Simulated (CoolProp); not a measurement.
A simple Rankine cycle with hexamethyldisiloxane (MM): condensing at 311.15 K, boiler at 0.0521 MPa, turbine inlet 357.3 K, turbine efficiency 0.75, pump efficiency 0.6, no recuperator. Each further row changes one setting.

Values from CoolProp's reference Helmholtz-energy equation of state, Thol 2016.

```json
[
 {"case": "as stated", "thermal efficiency (%)": "7.1", "net work (kJ/kg)": "21.0", "heat in (kJ/kg)": "294", "turbine exit temperature (K)": "343.1", "volume ratio over the turbine": "4.95"},
 {"case": "turbine inlet 377.3 K", "thermal efficiency (%)": "6.8", "net work (kJ/kg)": "22.3", "heat in (kJ/kg)": "328", "turbine exit temperature (K)": "363.0", "volume ratio over the turbine": "4.93"},
 {"case": "condensing temperature 303.15 K", "thermal efficiency (%)": "8.3", "net work (kJ/kg)": "25.8", "heat in (kJ/kg)": "309", "turbine exit temperature (K)": "339.9", "volume ratio over the turbine": "7.16"},
 {"case": "boiler pressure 0.0365 MPa", "thermal efficiency (%)": "5.6", "net work (kJ/kg)": "16.5", "heat in (kJ/kg)": "295", "turbine exit temperature (K)": "346.3", "volume ratio over the turbine": "3.46"},
 {"case": "turbine efficiency 0.65", "thermal efficiency (%)": "6.2", "net work (kJ/kg)": "18.2", "heat in (kJ/kg)": "294", "turbine exit temperature (K)": "344.8", "volume ratio over the turbine": "4.97"}
]
```
